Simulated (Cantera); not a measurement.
A freely propagating, adiabatic, planar premixed flame of H2 : O2 : N2 = 1 : 0.385 : 1.45 (molar parts), equivalence ratio 1.3, unburnt at 648 K and 2030 Torr; mixture-averaged transport, grid criteria slope 0.08 and curve 0.16, no radiation.

Cantera simulation using the H2/O2 subset of GRI-Mech 3.0, which has no nitrogen chemistry; the numbers are that mechanism's predictions, not measurements. The hydrogen kinetics of GRI-Mech 3.0 are dated; newer H2 mechanisms differ, most at raised pressure. Burning velocities carry a grid error of a few per cent, more on coarse grids.

How do the results move with these cheaper or finer settings: unity-Lewis-number transport; multicomponent transport; multicomponent+Soret transport; grid criteria slope 0.5, curve 1; grid criteria slope 0.25, curve 0.5; grid criteria slope 0.03, curve 0.06?


```tsv
setting	laminar burning velocity	thermal thickness	peak x(H)	peak x(O)	grid points
as above	1030 cm/s	0.132 mm	0.0665	0.00866	131
unity-Lewis-number transport	666 cm/s	0.107 mm	0.0708	0.00836	125
multicomponent transport	1010 cm/s	0.131 mm	0.0663	0.00859	131
multicomponent+Soret transport	962 cm/s	0.129 mm	0.0648	0.00858	132
grid criteria slope 0.5, curve 1	1260 cm/s	0.191 mm	0.0662	0.00834	41
grid criteria slope 0.25, curve 0.5	1080 cm/s	0.146 mm	0.0669	0.00861	60
grid criteria slope 0.03, curve 0.06	1010 cm/s	0.128 mm	0.0662	0.00862	282
```
Unity Lewis numbers drop preferential diffusion, which matters most where H2 and H carry the flame; Soret adds thermal diffusion.
